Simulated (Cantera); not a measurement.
A closed system holds: 1 mol Fe3O4, 16 mol CO, 0.47 mol H2, 0.51 mol CH4, at 1798.15 K.

Cantera equilibrium calculation (NASA polynomials, part measured and part estimated; ideal gas, pure solids and liquids). Candidate condensed phases: C, C6H6, C7H8, C8H18, Fe, Fe(CO)5, FeO, Fe(OH)2, Fe(OH)3, Fe2O3, Fe3O4, H2O; 114 gas species. Mutual solubility and eutectic melting of coexisting phases are not modelled. The tables' stoichiometric FeO is somewhat more stable than real wüstite, so its field is too wide. FeO: taken at fixed stoichiometry. Equilibrium is a limit: real reactors are often held back by kinetics, nucleation or transport.

Problem. Which condensed phases are stable at each of these points (P (Pa)): 10, 52, 270, 1400, 7200, 37000, 190000, 1000000?

Solution. 
| P (Pa) | condensed phases | Fe condensed (%) |
|---|---|---|
| 10 | gas only | 0.0 |
| 52 | Fe(δ) + FeO(l) | 64.7 |
| 270 | Fe(δ) + FeO(l) | 93.5 |
| 1400 | Fe(δ) + FeO(l) | 98.8 |
| 7200 | Fe(δ) + FeO(l) | 99.8 |
| 37000 | Fe(δ) + FeO(l) | 100.0 |
| 190000 | Fe(δ) + FeO(l) | 100.0 |
| 1000000 | Fe(δ) + FeO(l) | 100.0 |

At 10.0 Pa nothing is condensed. From 52.0 Pa to 10.0 bar the condensed part is Fe(δ) + FeO(l).
